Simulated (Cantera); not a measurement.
A perfectly stirred reactor is fed with N2O : H2 : N2 = 1 : 0.0071 : 1 (molar parts), at 1.18 atm; it is held at 1173 K, and followed from long to short residence time.

Detailed kinetics in Cantera: GRI-Mech 3.0 (53 species, 325 reactions). GRI-Mech 3.0 was tuned for natural gas; its chemistry of N2O as a main component is partial and can be far from experiment. The mechanism lacks the step 2 NO + O2 → 2 NO2, which can matter for NO2 below about 1400 K. The temperature is held fixed by assumption; the heat of reaction is taken as removed at once.

```json
[
 {"quantity": "x(N2O) at τ = 1.00 s", "before": "0.337", "after": "0.00336"},
 {"quantity": "x(H2) at τ = 1.00 s", "before": "2.56e-5", "after": "1.06e-6"},
 {"quantity": "x(O) at τ = 1.00 s", "before": "8.60e-7", "after": "2.51e-5"},
 {"quantity": "x(N2) at τ = 1.00 s", "before": "0.592", "after": "0.782"},
 {"quantity": "x(NO) at τ = 1.00 s", "before": "0.00985", "after": "0.0300"},
 {"quantity": "x(N2O) at τ = 34.0 ms", "before": "0.487", "after": "0.0642"},
 {"quantity": "x(H2) at τ = 34.0 ms", "before": "0.000416", "after": "1.30e-5"},
 {"quantity": "x(O) at τ = 34.0 ms", "before": "1.07e-6", "after": "8.62e-5"},
 {"quantity": "x(N2) at τ = 34.0 ms", "before": "0.506", "after": "0.727"},
 {"quantity": "x(NO) at τ = 34.0 ms", "before": "0.000575", "after": "0.0674"}
]
```

### Question
Name the change that produced these shifts.
A. temperature 1173 to 1600 K
B. pressure from 1.18 atm to 0.0263 atm
C. temperature 1173 to 1000 K
D. pressure from 1.18 atm to 0.316 atm

### Answer
A, temperature 1173 to 1600 K
